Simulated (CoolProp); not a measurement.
Vapour-liquid equilibrium of p-xylene (1) + n-undecane (2) at 126 kPa; x and y are mole fractions of (1).

Model: multi-fluid Helmholtz-energy mixture model, Zhou 2012 and Aleksandrov 2011; pair parameters Bell 2016, in CoolProp.

```
x     bubble temperature (K)  y at the bubble point  dew temperature at overall composition x (K)  liquid density (mol/L)
----  ----------------------  ---------------------  --------------------------------------------  ----------------------
0.05                   473.4                  0.140                                         476.4                   3.894
0.2                    460.9                  0.458                                         471.3                   4.251
0.35                   450.3                  0.663                                         465.6                   4.643
0.5                    441.3                  0.797                                         459.0                   5.078
0.65                   433.7                  0.886                                         451.1                   5.568
0.8                    427.1                  0.947                                         441.1                   6.127
0.95                   421.5                  0.989                                         426.7                   6.774
```

No azeotrope shows between x = 0.05 and 0.95.

The pair parameters rest on a limited set of measurements; away from them the model extrapolates.
